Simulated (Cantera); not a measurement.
Mixture: CH4 : O2 : N2 = 1 : 1.82 : 5.45 (molar parts), equivalence ratio 1.1, at 1.48 atm, adiabatic and at constant volume. Ignition delay is the time to a rise of 400 K.

Cantera simulation using GRI-Mech 3.0 (53 species, 325 reactions); the numbers are that mechanism's predictions, not measurements.

**Question.** What does this change do: constant pressure in place of constant volume?

**Answer.** 
```tsv
quantity	before	after
delay at 1125 K	79.2 ms	82.9 ms
delay at 1225 K	18.6 ms	19.6 ms
delay at 1325 K	5.03 ms	5.34 ms
delay at 1425 K	1.55 ms	1.65 ms
delay at 1525 K	0.548 ms	0.584 ms
delay at 1625 K	0.224 ms	0.238 ms
delay at 1725 K	0.104 ms	0.111 ms
apparent activation energy between 1525 and 1725 K	180 kJ/mol	180 kJ/mol
```

**Question.** What does this change do: N2 5.45 to 12 parts?

**Answer.** 
| quantity | before | after |
|---|---|---|
| delay at 1125 K | 79.2 ms | 0.166 s |
| delay at 1225 K | 18.6 ms | 39.6 ms |
| delay at 1325 K | 5.03 ms | 10.7 ms |
| delay at 1425 K | 1.55 ms | 3.20 ms |
| delay at 1525 K | 0.548 ms | 1.07 ms |
| delay at 1625 K | 0.224 ms | 0.412 ms |
| delay at 1725 K | 0.104 ms | 0.183 ms |
| apparent activation energy between 1525 and 1725 K | 180 kJ/mol | 190 kJ/mol |
